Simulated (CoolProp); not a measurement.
Oxygen along the isotherm 4.65 °C: density (kg/m³) from the reference equation and from simpler models built on Tc = -118.6 °C, pc = 5.046 MPa, ω = 0.022; each cubic takes its own stable root.

Values from CoolProp's reference Helmholtz-energy equation of state, Schmidt 1985.

| p (MPa) | phase | reference | Redlich-Kwong | Soave-Redlich-Kwong | Peng-Robinson |
|---|---|---|---|---|---|
| 3.15 | gas | [?] | [?] | 44.71 | [?] |
| 6.31 | supercritical | 92.03 | 92.47 | 91.39 | 93.46 |
| 9.46 | supercritical | 140.7 | 141.5 | 139.0 | [?] |
| 12.6 | supercritical | 190.1 | 191.1 | 186.7 | 194.2 |
| 15.8 | supercritical | 240.2 | 241.2 | 234.6 | 245.5 |
| 18.9 | supercritical | 287.3 | 288.2 | 279.4 | [?] |
| 22.1 | supercritical | [?] | 334.3 | 323.5 | 341.6 |
| 25.2 | supercritical | 375.5 | 376.1 | 363.6 | 385.3 |

Some entries are withheld; supply them.


- 3.15, reference: 44.84
- 3.15, Redlich-Kwong: 44.97
- 3.15, Peng-Robinson: 45.25
- 9.46, Peng-Robinson: 143.5
- 18.9, Peng-Robinson: 293.9
- 22.1, reference: 333.6
